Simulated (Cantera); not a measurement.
**Transport properties of process gases**

Gas mixture: 62.8 % O₂, 37.2 % NO, at 101000 Pa, frozen composition.

Cantera's kinetic-theory transport with the Lennard-Jones parameters of GRI-Mech 3.0, ideal gas; thermal conductivity in the mixture-averaged form. The composition is frozen, though it would react at the higher temperatures.

```json
[
 {"T (K)": "400", "ρ (kg/m³)": "0.952", "cp (J/kg/K)": "961.8", "μ (µPa s)": "24.7", "λ (mW/m/K)": "33.3", "Pr": "0.713", "D (cm²/s) NO": "0.339", "D (cm²/s) O": "0.537", "D (cm²/s) CH₃": "0.375"},
 {"T (K)": "550", "ρ (kg/m³)": "0.693", "cp (J/kg/K)": "1002", "μ (µPa s)": "30.9", "λ (mW/m/K)": "43.7", "Pr": "0.708", "D (cm²/s) NO": "0.586", "D (cm²/s) O": "0.924", "D (cm²/s) CH₃": "0.652"},
 {"T (K)": "700", "ρ (kg/m³)": "0.544", "cp (J/kg/K)": "1044", "μ (µPa s)": "36.4", "λ (mW/m/K)": "53.6", "Pr": "0.709", "D (cm²/s) NO": "0.880", "D (cm²/s) O": "1.39", "D (cm²/s) CH₃": "0.984"},
 {"T (K)": "850", "ρ (kg/m³)": "0.448", "cp (J/kg/K)": "1079", "μ (µPa s)": "41.4", "λ (mW/m/K)": "62.9", "Pr": "0.709", "D (cm²/s) NO": "1.22", "D (cm²/s) O": "1.92", "D (cm²/s) CH₃": "1.37"},
 {"T (K)": "1000", "ρ (kg/m³)": "0.381", "cp (J/kg/K)": "1105", "μ (µPa s)": "46.0", "λ (mW/m/K)": "71.7", "Pr": "0.710", "D (cm²/s) NO": "1.60", "D (cm²/s) O": "2.52", "D (cm²/s) CH₃": "1.79"},
 {"T (K)": "1150", "ρ (kg/m³)": "0.331", "cp (J/kg/K)": "1124", "μ (µPa s)": "50.4", "λ (mW/m/K)": "80.1", "Pr": "0.708", "D (cm²/s) NO": "2.02", "D (cm²/s) O": "3.18", "D (cm²/s) CH₃": "2.27"},
 {"T (K)": "1300", "ρ (kg/m³)": "0.293", "cp (J/kg/K)": "1141", "μ (µPa s)": "54.6", "λ (mW/m/K)": "88.1", "Pr": "0.707", "D (cm²/s) NO": "2.48", "D (cm²/s) O": "3.89", "D (cm²/s) CH₃": "2.78"},
 {"T (K)": "1450", "ρ (kg/m³)": "0.263", "cp (J/kg/K)": "1155", "μ (µPa s)": "58.6", "λ (mW/m/K)": "95.8", "Pr": "0.707", "D (cm²/s) NO": "2.97", "D (cm²/s) O": "4.67", "D (cm²/s) CH₃": "3.33"},
 {"T (K)": "1600", "ρ (kg/m³)": "0.238", "cp (J/kg/K)": "1168", "μ (µPa s)": "62.5", "λ (mW/m/K)": "103", "Pr": "0.707", "D (cm²/s) NO": "3.50", "D (cm²/s) O": "5.49", "D (cm²/s) CH₃": "3.93"}
]
```
D: mixture-averaged diffusion coefficient of that species in the mixture.
